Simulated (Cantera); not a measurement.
## Dilute partial oxidation

An isothermal, constant-pressure homogeneous reactor starts with CH₄ : O₂ : N₂ = 0.011 : 0.031 : 1 (molar parts), at 950 K and 1.18 atm.

Model: GRI-Mech 3.0 (53 species, 325 reactions), integrated in Cantera. Below about 1000 K GRI-Mech 3.0 lacks low-temperature oxidation paths. The temperature is held fixed by assumption; the heat of reaction is taken as removed at once.

```json
[
 {"t (s)": "0.000400", "x CH₄": "0.0106", "x O₂": "0.0298", "x CH₂CO": "<1e-12", "x C₂H₂": "<1e-12", "x H": "<1e-12"},
 {"t (s)": "0.000972", "x CH₄": "0.0106", "x O₂": "0.0298", "x CH₂CO": "<1e-12", "x C₂H₂": "<1e-12", "x H": "<1e-12"},
 {"t (s)": "0.00236", "x CH₄": "0.0106", "x O₂": "0.0298", "x CH₂CO": "<1e-12", "x C₂H₂": "<1e-12", "x H": "<1e-12"},
 {"t (s)": "0.00574", "x CH₄": "0.0106", "x O₂": "0.0298", "x CH₂CO": "<1e-12", "x C₂H₂": "<1e-12", "x H": "<1e-12"},
 {"t (s)": "0.0139", "x CH₄": "0.0106", "x O₂": "0.0298", "x CH₂CO": "<1e-12", "x C₂H₂": "<1e-12", "x H": "<1e-12"},
 {"t (s)": "0.0339", "x CH₄": "0.0106", "x O₂": "0.0298", "x CH₂CO": "<1e-12", "x C₂H₂": "<1e-12", "x H": "<1e-12"},
 {"t (s)": "0.0823", "x CH₄": "0.0106", "x O₂": "0.0298", "x CH₂CO": "<1e-12", "x C₂H₂": "<1e-12", "x H": "<1e-12"},
 {"t (s)": "0.200", "x CH₄": "0.0106", "x O₂": "0.0298", "x CH₂CO": "<1e-12", "x C₂H₂": "<1e-12", "x H": "1.03e-12"},
 {"t (s)": "0.486", "x CH₄": "0.0106", "x O₂": "0.0298", "x CH₂CO": "<1e-12", "x C₂H₂": "<1e-12", "x H": "1.99e-12"},
 {"t (s)": "1.18", "x CH₄": "0.0106", "x O₂": "0.0297", "x CH₂CO": "<1e-12", "x C₂H₂": "<1e-12", "x H": "3.09e-12"},
 {"t (s)": "2.87", "x CH₄": "0.0106", "x O₂": "0.0297", "x CH₂CO": "2.40e-12", "x C₂H₂": "<1e-12", "x H": "7.20e-12"},
 {"t (s)": "6.97", "x CH₄": "0.0105", "x O₂": "0.0297", "x CH₂CO": "1.07e-10", "x C₂H₂": "5.92e-12", "x H": "3.40e-11"},
 {"t (s)": "16.9", "x CH₄": "0.000360", "x O₂": "0.0132", "x CH₂CO": "1.15e-6", "x C₂H₂": "2.58e-8", "x H": "1.69e-7"},
 {"t (s)": "41.2", "x CH₄": "<1e-12", "x O₂": "0.00876", "x CH₂CO": "<1e-12", "x C₂H₂": "<1e-12", "x H": "1.03e-9"},
 {"t (s)": "100", "x CH₄": "<1e-12", "x O₂": "0.00865", "x CH₂CO": "<1e-12", "x C₂H₂": "<1e-12", "x H": "3.68e-11"}
]
```
x: mole fraction; the columns are a selection and need not sum to one.

Equilibrium at this temperature and pressure: CH₄ <1e-12, O₂ 0.00864, CH₂CO <1e-12, C₂H₂ <1e-12, H <1e-12 (gas phase only).
